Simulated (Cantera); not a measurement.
What does this Cantera script print?

```python
import numpy as np
import cantera as ct

gas = ct.Solution("gri30.yaml")


def delay(T, t_max=10):
    gas.TPX = T, 1000000, {'CH4': 1, 'C2H6': 0.21, 'C3H8': 0.035, 'O2': 5.39, 'N2': 20.3}
    reactor = ct.IdealGasConstPressureReactor(gas, clone=False)
    net = ct.ReactorNet([reactor])
    net.rtol, net.atol = 1e-8, 1e-16
    while net.time < t_max:
        t_old, T_old = net.time, reactor.T
        net.step()
        if reactor.T > T + 400:  # ignition: a rise of 400 K
            return t_old + (T + 400 - T_old) / (reactor.T - T_old) * (net.time - t_old)
    return np.nan


taus = []
for T in [1150, 1250, 1350, 1450, 1550, 1650, 1750, 1850, 1950, 2050]:
    taus.append(delay(T))
    print(f"T0 = {T:6g} K   tau = {taus[-1]:.4e} s")
```

It prints:

```
T0 =   1150 K   tau = 1.7393e-03 s
T0 =   1250 K   tau = 3.9143e-04 s
T0 =   1350 K   tau = 1.1786e-04 s
T0 =   1450 K   tau = 4.4783e-05 s
T0 =   1550 K   tau = 1.9994e-05 s
T0 =   1650 K   tau = 1.0042e-05 s
T0 =   1750 K   tau = 5.5588e-06 s
T0 =   1850 K   tau = 3.3513e-06 s
T0 =   1950 K   tau = 2.1782e-06 s
T0 =   2050 K   tau = 1.5118e-06 s
```

Cantera simulation using GRI-Mech 3.0 (53 species, 325 reactions); the numbers are that mechanism's predictions, not measurements.
